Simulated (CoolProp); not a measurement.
Saturation properties of carbon dioxide.

Model: reference Helmholtz-energy equation of state, Span 1996, in CoolProp.

```tsv
T (K)	p (MPa)	liquid density (kg/m³)	vapour density (kg/m³)	enthalpy of vaporisation (kJ/kg)	liquid viscosity (µPa s)	vapour viscosity (µPa s)
241.5	1.350	1083	35.06	306.7	168	12.2
243.7	1.454	1073	37.80	302.4	163	12.3
245.9	1.564	1064	40.71	297.9	157	12.5
248.1	1.680	1054	43.81	293.4	151	12.6
250.3	1.802	1045	47.11	[?]	146	[?]
252.5	[?]	1035	50.62	283.9	141	12.9
254.7	2.065	1024	54.36	279.0	136	13.0
256.9	[?]	1014	58.35	273.9	132	13.2
259.1	2.356	1003	62.60	268.7	127	13.3
261.3	2.512	992.4	67.13	263.3	122	13.5
263.5	2.675	981.1	71.98	257.7	118	13.7
265.7	2.846	969.5	77.16	252.0	114	[?]
267.9	3.025	957.6	82.70	246.0	110	14.1
```

Q: What belongs in the gaps?

A: 
- 250.3, enthalpy of vaporisation (kJ/kg): 288.7
- 250.3, vapour viscosity (µPa s): 12.7
- 252.5, p (MPa): 1.930
- 256.9, p (MPa): 2.207
- 265.7, vapour viscosity (µPa s): 13.9

Viscosity comes from a separate model (Laesecke 2017).
